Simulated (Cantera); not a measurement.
What does this Cantera script print?

```python
import numpy as np
import cantera as ct

gas = ct.Solution("gri30.yaml")


def delay(T, t_max=10):
    gas.TPX = T, 1300000, {'CH4': 1, 'O2': 2, 'N2': 18}
    reactor = ct.IdealGasConstPressureReactor(gas, clone=False)
    net = ct.ReactorNet([reactor])
    net.rtol, net.atol = 1e-8, 1e-16
    while net.time < t_max:
        t_old, T_old = net.time, reactor.T
        net.step()
        if reactor.T > T + 400:  # ignition: a rise of 400 K
            return t_old + (T + 400 - T_old) / (reactor.T - T_old) * (net.time - t_old)
    return np.nan


taus = []
for T in [1000, 1100, 1200, 1300, 1400, 1500, 1600, 1700, 1800]:
    taus.append(delay(T))
    print(f"T0 = {T:6g} K   tau = {taus[-1]:.4e} s")
```

Output:

```
T0 =   1000 K   tau = 1.2781e-01 s
T0 =   1100 K   tau = 2.8199e-02 s
T0 =   1200 K   tau = 8.0876e-03 s
T0 =   1300 K   tau = 2.6653e-03 s
T0 =   1400 K   tau = 9.5149e-04 s
T0 =   1500 K   tau = 3.5670e-04 s
T0 =   1600 K   tau = 1.3955e-04 s
T0 =   1700 K   tau = 5.8040e-05 s
T0 =   1800 K   tau = 2.6310e-05 s
```

Model: GRI-Mech 3.0 (53 species, 325 reactions), integrated in Cantera. The pressure lies above the range GRI-Mech 3.0 was tuned for (to about 10 atm).
